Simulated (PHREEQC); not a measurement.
Dissolve 0.014 mol/kgw HF, 4.1e-06 mol/kgw (NH4)2SiF6, 1.1e-06 mol/kgw H3BO3 and 0.00021 mol/kgw HCl at 25 °C. Closed to the air; pH follows from the charge balance.

Equilibrium calculation in PHREEQC: ion-association model, wateq4f.dat.

The ionic strength comes out as 0.00299 mol/kgw. What activity coefficients do SiF6-2, NH4+, F-, BF4-, Cl- get?

SiF6-2 0.79, NH4+ 0.94, F- 0.94, BF4- 0.94, Cl- 0.94.

Precipitation was switched off in this run. Species that the database lacks are ignored. SiF6-2 is the database's only silicon fluoride. Real BF4- forms and hydrolyses slowly; the run takes it at equilibrium.
